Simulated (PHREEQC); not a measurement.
# Alkaline etch or developer: speciation

Dissolve 0.045 mol/kgw NaOH, 0.00061 mol/kgw CO2 and 0.0013 mol/kgw K2CO3 at 25 °C. Closed to the air; pH follows from the charge balance.

Computed with PHREEQC (ion-association model, wateq4f.dat).

Each row changes one thing in this solution. This is a speciation only: nothing precipitates in the calculation.

```
case                                     pH  ionic strength (mol/kgw)  CO3-2 (mol/kgw)  NaCO3- (mol/kgw)  HCO3- (mol/kgw)  NaHCO3 (mol/kgw)  SI of Natron (Na2CO3:10H2O)  SI of Nahcolite (NaHCO3)
------------------------------------  -----  ------------------------  ---------------  ----------------  ---------------  ----------------  ---------------------------  ------------------------
as made                               12.55                    0.0484          0.00137          0.000536          4.69e-6           7.95e-8                        -4.75                     -6.30
CO2 from 0.00061 to 0.000915 mol/kgw  12.55                    0.0486          0.00159          0.000620          5.52e-6           9.33e-8                        -4.69                     -6.23
0.00065 mol/kgw NH3 added             12.55                    0.0484          0.00137          0.000536          4.69e-6           7.95e-8                        -4.75                     -6.30
0.00049 mol/kgw HCl added             12.55                    0.0484          0.00137          0.000536          4.74e-6           8.04e-8                        -4.75                     -6.29
temperature from 25 to 70 °C          11.36                    0.0468         0.000525           0.00137          1.70e-5           2.74e-7                        -6.74                     -6.12
diluted 2-fold with water             12.27                    0.0244         0.000770          0.000179          5.69e-6           5.31e-8                        -5.49                     -6.47
```

Constants without temperature data keep their 25 °C values here.
